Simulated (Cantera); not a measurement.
Charge: 1 mol Si, 2.2 mol NF3, equilibrated at 650 K and 165 Torr.

These are equilibrium values from Cantera (NASA tables, ideal gas, pure condensed phases), not measurements of a reactor. The numbers say what is thermodynamically allowed, not how fast it happens.

```
species          before  after
-------------  --------  -----
SiF4              0.391  0.809
N2                0.265  0.191
NF3               0.330  <1e-9
F2               0.0132  <1e-9
F              0.000120  <1e-9
Si3N4(s), mol         0  0.131
```
Gas species are given as mole fractions.

**Question.** What was changed between the two runs?
A. temperature from 650 K to 623.15 K
B. NF3 from 2.2 to 0.81 mol
C. pressure from 165 Torr to 55.5 Torr
D. temperature from 650 K to 1248.15 K

**Answer.** B, NF3 from 2.2 to 0.81 mol
